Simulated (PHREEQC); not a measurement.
0.019 g of hydrous ferric oxide (600 m²/g; 0.2 weak and 0.005 strong sites per Fe, Dzombak-Morel constants, diffuse double layer) in 1 kg of water with 0.001 mol/kgw of an inert sodium salt, at 25 °C; the pH is set by adding NaOH or the inert anion's acid. Oxygen alone is held at its pressure in air (log pO2 = -0.68). CO2 from the air is kept out. Precipitation was switched off in this run.

Base run: PHREEQC, ion-association model, wateq4f.dat. Each further column changes one thing. The table gives surface charge σ (C/m²).

```json
[
 {"pH": "4", "base": "0.117", "background salt from 0.001 to 0.0001 mol/kgw": "0.066", "oxide from 0.019 to 0.095 g/kgw": "0.118", "6.5e-06 mol/kgw ZnSO4 added": "0.079"},
 {"pH": "4.5", "base": "0.078", "background salt from 0.001 to 0.0001 mol/kgw": "…", "oxide from 0.019 to 0.095 g/kgw": "0.078", "6.5e-06 mol/kgw ZnSO4 added": "0.050"},
 {"pH": "5.5", "base": "0.031", "background salt from 0.001 to 0.0001 mol/kgw": "0.011", "oxide from 0.019 to 0.095 g/kgw": "0.031", "6.5e-06 mol/kgw ZnSO4 added": "0.021"},
 {"pH": "6", "base": "0.019", "background salt from 0.001 to 0.0001 mol/kgw": "…", "oxide from 0.019 to 0.095 g/kgw": "0.019", "6.5e-06 mol/kgw ZnSO4 added": "0.015"},
 {"pH": "6.5", "base": "0.011", "background salt from 0.001 to 0.0001 mol/kgw": "0.004", "oxide from 0.019 to 0.095 g/kgw": "0.011", "6.5e-06 mol/kgw ZnSO4 added": "0.010"},
 {"pH": "7.5", "base": "0.003", "background salt from 0.001 to 0.0001 mol/kgw": "0.001", "oxide from 0.019 to 0.095 g/kgw": "0.003", "6.5e-06 mol/kgw ZnSO4 added": "0.004"},
 {"pH": "8", "base": "0.000", "background salt from 0.001 to 0.0001 mol/kgw": "0.000", "oxide from 0.019 to 0.095 g/kgw": "0.000", "6.5e-06 mol/kgw ZnSO4 added": "…"},
 {"pH": "8.5", "base": "-0.002", "background salt from 0.001 to 0.0001 mol/kgw": "-0.001", "oxide from 0.019 to 0.095 g/kgw": "-0.002", "6.5e-06 mol/kgw ZnSO4 added": "0.000"},
 {"pH": "9.5", "base": "-0.008", "background salt from 0.001 to 0.0001 mol/kgw": "-0.003", "oxide from 0.019 to 0.095 g/kgw": "…", "6.5e-06 mol/kgw ZnSO4 added": "-0.006"},
 {"pH": "10", "base": "-0.015", "background salt from 0.001 to 0.0001 mol/kgw": "…", "oxide from 0.019 to 0.095 g/kgw": "-0.015", "6.5e-06 mol/kgw ZnSO4 added": "-0.011"}
]
```

Question: Fill in the missing entries.

Answer: 
- 4.5, background salt from 0.001 to 0.0001 mol/kgw: 0.035
- 6, background salt from 0.001 to 0.0001 mol/kgw: 0.006
- 8, 6.5e-06 mol/kgw ZnSO4 added: 0.002
- 9.5, oxide from 0.019 to 0.095 g/kgw: -0.009
- 10, background salt from 0.001 to 0.0001 mol/kgw: -0.007
